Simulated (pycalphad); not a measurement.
An equivalent pycalphad script:

```python
from pycalphad import Database, equilibrium, calculate, variables as v
import numpy as np
db = Database('COST507.tdb')
comps = ['AL', 'FE', 'SI', 'VA']
phases = ['AL13FE4', 'AL2FE', 'AL5FE2', 'AL5FE4', 'ALFESI_ALPHA', 'ALFESI_BETA', 'ALFESI_DELTA', 'ALFESI_GAMMA', 'ALFESI_TAU1', 'ALFESI_TAU3', 'BCC_B2', 'DIAMOND_A4', 'FCC_A1', 'FE2SI', 'FE5SI3', 'FESI', 'FESI2_H', 'FESI2_L', 'LIQUID']
eq = equilibrium(db, comps, phases, {v.X('FE'): 0.0044, v.X('SI'): 0.0035, v.T: np.arange(1850, 499, -50), v.P: 101325, v.N: 1}, output=['HM', 'SM'])
```

CALPHAD calculation (pycalphad, COST 507 light-alloy database (1999)), 1 atm. The database dates from 1999; later assessments differ in places, in temperatures and in the compounds included. Phase fractions are per mole of atoms.

Results at three of the temperatures:

```
T = 1800.00 K, P = 101325 Pa, N = 1 mol of atoms
G = -110677 J/mol, H = 56063 J/mol, S = 92.63 J/(mol K)  (SER reference)
chemical potentials (J/mol): Al -109887, Fe -237003, Si -175780
phase             fraction      x(Al)      x(Fe)      x(Si)
LIQUID              1.0000     0.9921     0.0044     0.0035
```

```
T = 1200.00 K, P = 101325 Pa, N = 1 mol of atoms
G = -58701 J/mol, H = 37003 J/mol, S = 79.75 J/(mol K)  (SER reference)
chemical potentials (J/mol): Al -58076, Fe -170923, Si -94761
phase             fraction      x(Al)      x(Fe)      x(Si)
LIQUID              1.0000     0.9921     0.0044     0.0035
```

```
T = 850.00 K, P = 101325 Pa, N = 1 mol of atoms
G = -33451 J/mol, H = 14957 J/mol, S = 56.95 J/(mol K)  (SER reference)
chemical potentials (J/mol): Al -32987, Fe -135218, Si -36807
phase             fraction      x(Al)      x(Fe)      x(Si)
FCC_A1              0.9784     0.9976   9.56e-05     0.0023
ALFESI_ALPHA        0.0172     0.7386     0.1900     0.0714
AL13FE4             0.0044     0.7615     0.2367     0.0017
```

Changes of the phase set, refined by bisection:

```json
[
 {"T (K)": "928.4", "phases above": "liquid", "phases below": "fcc + liquid"},
 {"T (K)": "923.3", "phases above": "fcc + liquid", "phases below": "AL13FE4 + fcc + liquid"},
 {"T (K)": "906.0", "phases above": "AL13FE4 + fcc + liquid", "phases below": "AL13FE4 + fcc"},
 {"T (K)": "898.6", "phases above": "AL13FE4 + fcc", "phases below": "AL13FE4 + ALFESI_ALPHA + fcc"},
 {"T (K)": "829.3", "phases above": "AL13FE4 + ALFESI_ALPHA + fcc", "phases below": "ALFESI_ALPHA + fcc"},
 {"T (K)": "727.2", "phases above": "ALFESI_ALPHA + fcc", "phases below": "ALFESI_ALPHA + ALFESI_BETA + fcc"}
]
```

Database names, with the compositions (at.%) that they take in these runs: AL13FE4: Al 76 Fe 24; ALFESI_ALPHA: Al 71-74 Fe 19 Si 7-10; ALFESI_BETA: Al 70 Fe 15 Si 15. FCC_A1 is fcc.
